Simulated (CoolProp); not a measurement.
A single-stage vapour-compression cycle with R410A: evaporating at 235.15 K (dew point), condensing at 286.15 K (bubble point), superheat 0 K, subcooling 0 K, compressor efficiency 0.9, no pressure losses. Each further row changes one setting.

Computed with CoolProp (reference Helmholtz-energy equation of state, Lemmon 2003). It is a pseudo-pure fit of the blend.

```json
[
 {"case": "as stated", "cooling COP": "3.23", "pressure ratio": "6.21", "discharge temperature (K)": "321.4", "refrigerating effect (kJ/kg)": "186", "volumetric capacity (kJ/m³)": "1410"},
 {"case": "evaporating temperature 240.15 K", "cooling COP": "3.74", "pressure ratio": "5.00", "discharge temperature (K)": "316.7", "refrigerating effect (kJ/kg)": "188", "volumetric capacity (kJ/m³)": "1760"},
 {"case": "condensing temperature 281.15 K", "cooling COP": "3.70", "pressure ratio": "5.36", "discharge temperature (K)": "313.7", "refrigerating effect (kJ/kg)": "194", "volumetric capacity (kJ/m³)": "1470"},
 {"case": "subcooling 5 K", "cooling COP": "3.37", "pressure ratio": "6.21", "discharge temperature (K)": "321.4", "refrigerating effect (kJ/kg)": "194", "volumetric capacity (kJ/m³)": "1470"},
 {"case": "superheat 10 K", "cooling COP": "3.20", "pressure ratio": "6.21", "discharge temperature (K)": "333.1", "refrigerating effect (kJ/kg)": "194", "volumetric capacity (kJ/m³)": "1400"},
 {"case": "compressor efficiency 0.8", "cooling COP": "2.87", "pressure ratio": "6.21", "discharge temperature (K)": "328.5", "refrigerating effect (kJ/kg)": "186", "volumetric capacity (kJ/m³)": "1410"}
]
```
